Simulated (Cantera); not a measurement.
An isothermal, constant-pressure homogeneous reactor starts with N2O : H2O = 1 : 0.083 (molar parts), at 1475 K and 0.0286 atm. Integrator tolerance rtol = 1e-08.

Detailed kinetics in Cantera: GRI-Mech 3.0 (53 species, 325 reactions). GRI-Mech 3.0 was tuned for natural gas; its chemistry of N2O as a main component is partial and can be far from experiment. Radical loss at walls, strong at low pressure, is not modelled. The temperature is held fixed by assumption; the heat of reaction is taken as removed at once.

```csv
quantity,before,after
x(N2O) at 4.00 s,0.00215 (gas-phase equilibrium 1.12e-8),0.922 (gas-phase equilibrium 4.33e-10)
x(H2O) at 4.00 s,0.0524 (gas-phase equilibrium 0.0524),0.0766 (gas-phase equilibrium 0.0524)
x(H2O2) at 4.00 s,1.43e-9 (gas-phase equilibrium 8.98e-10),4.28e-8 (gas-phase equilibrium 1.41e-11)
x(O) at 4.00 s,2.14e-5 (gas-phase equilibrium 9.52e-6),5.50e-8 (gas-phase equilibrium 5.22e-10)
x(H2) at 4.00 s,1.98e-6 (gas-phase equilibrium 7.42e-7),7.84e-9 (gas-phase equilibrium 4.82e-11)
x(O2) at 4.00 s,0.259 (gas-phase equilibrium 0.315),0.000456 (gas-phase equilibrium 0.316)
```

### Question
Which change was made?
A. pressure from 0.0286 atm to 0.799 atm
B. H2O 0.083 to 0.0084 parts
C. N2O 1 to 0.42 parts
D. temperature 1475 to 1000 K

### Answer
D, temperature 1475 to 1000 K
